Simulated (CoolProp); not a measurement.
Saturation properties of R125 (Tc = 339.2 K, pc = 3.618 MPa, ω = 0.305).

Values from CoolProp's reference Helmholtz-energy equation of state, Lemmon 2005.

| T (K) | p (MPa) | vapour density (kg/m³) | enthalpy of vaporisation (kJ/kg) | liquid cp (kJ/(kg K)) | vapour viscosity (µPa s) |
|---|---|---|---|---|---|
| 259.7 | 0.4279 | 26.90 | 143.0 | 1.204 | 11.2 |
| 264.5 | 0.5052 | 31.68 | 139.6 | 1.221 | 11.5 |
| 269.3 | 0.5926 | 37.14 | 136.1 | 1.239 | 11.7 |
| 274.1 | 0.6909 | 43.37 | 132.4 | 1.259 | 11.9 |
| 278.9 | 0.8009 | 50.46 | 128.5 | 1.281 | 12.2 |
| 283.7 | 0.9235 | 58.55 | 124.4 | 1.306 | 12.5 |
| 288.5 | 1.060 | 67.77 | 120.1 | 1.335 | 12.8 |
| 293.3 | 1.210 | 78.32 | 115.4 | 1.368 | 13.1 |
| 298.2 | 1.380 | 90.69 | 110.3 | 1.408 | 13.5 |
| 303 | 1.563 | 104.7 | 105.0 | 1.456 | 13.9 |
| 307.8 | 1.763 | 121.0 | 99.17 | 1.516 | 14.4 |

It boils at 225.1 K under 1 atm.

Viscosity comes from a separate model (Huber 2006).
